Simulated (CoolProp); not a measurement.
A single-stage vapour-compression cycle with R236FA: evaporating at 258.15 K (dew point), condensing at 307.15 K (bubble point), superheat 2 K, subcooling 0 K, compressor efficiency 0.9, no pressure losses. Each further row changes one setting.

Model: reference Helmholtz-energy equation of state, Pan 2012, in CoolProp.

```csv
case,cooling COP,pressure ratio,discharge temperature (K),refrigerating effect (kJ/kg),volumetric capacity (kJ/m³)
as stated,3.63,6.53,307.1,108,436
evaporating temperature 263.15 K,4.25,5.19,307.1,112,559
condensing temperature 302.15 K,4.20,5.57,302.2,114,461
subcooling 5 K,3.84,6.53,307.1,114,461
superheat 12 K,3.72,6.53,314.9,116,449
compressor efficiency 0.8,3.23,6.53,308.9,108,436
```

The compression ends wet for: as stated; evaporating temperature 263.15 K; condensing temperature 302.15 K; subcooling 5 K.
